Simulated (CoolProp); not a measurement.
Dimethyl carbonate along the isotherm 326.85 °C: fugacity coefficient from the reference equation and from simpler models built on Tc = 283.9 °C, pc = 4.909 MPa, ω = 0.346; each cubic takes its own stable root.

The numbers come from the reference Helmholtz-energy equation of state, Zhou 2011 in CoolProp.

```json
[
 {"p (MPa)": "1.12", "phase": "gas", "reference": "0.9393"},
 {"p (MPa)": "2.23", "phase": "gas", "reference": "0.8809"},
 {"p (MPa)": "3.35", "phase": "gas", "reference": "0.8233"},
 {"p (MPa)": "4.46", "phase": "gas", "reference": "0.7672"},
 {"p (MPa)": "5.58", "phase": "supercritical", "reference": "0.7113"},
 {"p (MPa)": "6.69", "phase": "supercritical", "reference": "0.6568"},
 {"p (MPa)": "7.81", "phase": "supercritical", "reference": "0.6042"},
 {"p (MPa)": "8.93", "phase": "supercritical", "reference": "0.5573"},
 {"p (MPa)": "10", "phase": "supercritical", "reference": "0.5196"},
 {"p (MPa)": "11.2", "phase": "supercritical", "reference": "0.4847"},
 {"p (MPa)": "12.3", "phase": "supercritical", "reference": "0.4582"}
]
```

How far does each simpler model (van der Waals, Redlich-Kwong, Soave-Redlich-Kwong, Peng-Robinson) lie from the reference over these 11 states: mean and median of the absolute difference, and the worst?


- van der Waals: mean 0.9 %, median 0.9 %, worst +2.2 % at 326.85 °C and 12.3 MPa
- Redlich-Kwong: mean 1.1 %, median 1.0 %, worst -1.9 % at 326.85 °C and 8.93 MPa
- Soave-Redlich-Kwong: mean 2.4 %, median 2.0 %, worst +5.4 % at 326.85 °C and 12.3 MPa
- Peng-Robinson: mean 1.5 %, median 1.6 %, worst -2.1 % at 326.85 °C and 6.69 MPa
